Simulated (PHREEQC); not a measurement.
Make-up at 25 °C: 0.011 mol LiBr, 0.00086 mol BaCl2 and 0.0032 mol LiCl per kg of water. Closed to the air; pH follows from the charge balance.

Computed with PHREEQC (Pitzer model, pitzer.dat).

This is a speciation only: nothing precipitates in the calculation.

Task: Estimate the specific conductance, osmotic coefficient.

Result: specific conductance 1700 µS/cm; osmotic coefficient 0.959.

Species that the database lacks are ignored.
